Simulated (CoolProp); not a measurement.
A single-stage vapour-compression cycle with ammonia: evaporating at 240.15 K (dew point), condensing at 285.15 K (bubble point), superheat 0 K, subcooling 0 K, compressor efficiency 0.6, no pressure losses. Each further row changes one setting.

The numbers come from the reference Helmholtz-energy equation of state, Gao 2020 in CoolProp.

| case | cooling COP | pressure ratio | discharge temperature (K) | refrigerating effect (kJ/kg) | volumetric capacity (kJ/m³) |
|---|---|---|---|---|---|
| as stated | 2.64 | 6.40 | 442.2 | 1160 | 1050 |
| evaporating temperature 245.15 K | 3.11 | 5.01 | 418.8 | (withheld) | 1330 |
| condensing temperature 280.15 K | (withheld) | 5.38 | 420.8 | 1190 | 1070 |
| subcooling 5 K | 2.69 | 6.40 | 442.2 | 1190 | 1070 |
| superheat 10 K | 2.57 | 6.40 | 459.8 | 1190 | 1020 |
| compressor efficiency 0.5 | 2.20 | 6.40 | (withheld) | 1160 | 1050 |

Task: Some entries are withheld; supply them.

Result: 
- evaporating temperature 245.15 K, refrigerating effect (kJ/kg): 1170
- condensing temperature 280.15 K, cooling COP: 3.03
- compressor efficiency 0.5, discharge temperature (K): 478.2
